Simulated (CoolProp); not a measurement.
Vapour-liquid equilibrium of benzene (1) + p-xylene (2) at 197.55 °C; x and y are mole fractions of (1).

The numbers come from the multi-fluid Helmholtz-energy mixture model, Thol 2012 and Zhou 2012; pair parameters Bell 2016 in CoolProp.

| x | bubble pressure, mixture model (bar) | bubble pressure, Raoult's law (bar) | y, mixture model | y, Raoult's law |
|---|---|---|---|---|
| 0.05 | ? | 4.431 | 0.129 | 0.156 |
| 0.125 | 5.001 | 5.172 | 0.288 | 0.334 |
| 0.2 | 5.671 | 5.914 | ? | 0.467 |
| 0.275 | 6.359 | 6.655 | 0.518 | 0.571 |
| 0.35 | ? | 7.396 | ? | 0.654 |
| 0.425 | 7.787 | 8.137 | 0.676 | 0.722 |
| 0.5 | ? | 8.878 | 0.737 | 0.778 |
| 0.575 | ? | 9.619 | 0.790 | 0.826 |
| 0.65 | 10.04 | 10.36 | 0.837 | 0.867 |
| 0.725 | 10.82 | 11.10 | 0.878 | 0.902 |
| 0.8 | 11.61 | 11.84 | 0.915 | 0.934 |
| 0.875 | 12.42 | 12.58 | 0.949 | 0.961 |
| 0.95 | ? | 13.33 | 0.980 | 0.985 |

Question: Fill in the missing entries.

Answer: 
- 0.05, bubble pressure, mixture model (bar): 4.355
- 0.2, y, mixture model: 0.415
- 0.35, bubble pressure, mixture model (bar): 7.065
- 0.35, y, mixture model: 0.604
- 0.5, bubble pressure, mixture model (bar): 8.523
- 0.575, bubble pressure, mixture model (bar): 9.274
- 0.95, bubble pressure, mixture model (bar): 13.25

The largest gap from Raoult's law is -4.5 % in bubble pressure, at x = 0.35. No azeotrope shows between x = 0.05 and 0.95.

Pair parameters are fitted to limited data, so mixtures are less certain than the pure fluids.
